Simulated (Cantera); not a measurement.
Charge: 1 mol Si, a varied amount of NF3, 2.6 mol N2, at 673 K and 1.10 mbar.

Cantera equilibrium calculation (NASA polynomials, part measured and part estimated; ideal gas, pure solids and liquids). Candidate condensed phases: Si, Si3N4; 16 gas species. The numbers say what is thermodynamically allowed, not how fast it happens.

log p: log10 of the partial pressure in bar; n: condensed amount in mol.

```tsv
n(NF3) (mol)	log p N2	log p F2	log p SiF4	log p NF3	log p F	n Si3N4(s)
0.67	-3.04	<-14	-3.75	<-14	<-14	0.166
1.1	-3.06	<-14	-3.63	<-14	<-14	?
1.4	-3.08	?	-3.60	?	?	0
1.8	-3.13	-3.97	-3.67	-4.59	-5.07	0
2.2	-3.17	-3.77	-3.72	-4.32	-4.97	0
2.6	-3.20	-3.66	-3.77	-4.17	-4.92	0
3	-3.23	-3.59	-3.81	-4.08	-4.88	0
3.4	-3.25	-3.54	-3.85	-4.02	-4.86	0
```

Complete the blanks.


- 1.1, n Si3N4(s): 0.0583
- 1.4, log p F2: -4.70
- 1.4, log p NF3: -5.67
- 1.4, log p F: -5.44
